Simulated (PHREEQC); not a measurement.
Make-up at 25 °C: 4.6 mol NaCl, 0.024 mol H3BO3 and 0.27 mol MgCl2 per kg of water. Closed to the air; pH follows from the charge balance.

All values are PHREEQC results (Pitzer model, pitzer.dat), not measurements.

```json
{
  "pH": "4.43",
  "ionic_strength": "5.41 mol/kgw",
  "activity_of_water": "0.798",
  "density": "1.171 g/cm³",
  "osmotic_coefficient": "1.247"
}
```

| species | molality | activity | log γ |
|---|---|---|---|
| Cl- | 5.14 | 3.09 | -0.222 |
| Na+ | 4.60 | 6.54 | 0.153 |
| Mg+2 | 0.270 | 0.850 | 0.498 |
| B(OH)3 | 0.0240 | 0.0250 | 0.019 |
| H+ | 7.11e-6 | 3.73e-5 | 0.720 |
| B(OH)4- | 4.24e-6 | 3.10e-7 | -1.137 |
| MgB(OH)4+ | 2.63e-6 | 6.59e-6 | 0.398 |
| B3O3(OH)4- | 1.99e-7 | 1.96e-8 | -1.005 |
| MgOH+ | 3.54e-8 | 2.83e-8 | -0.098 |

Precipitation was switched off in this run. In brines, pH and single-ion activities rest on the MacInnes convention.
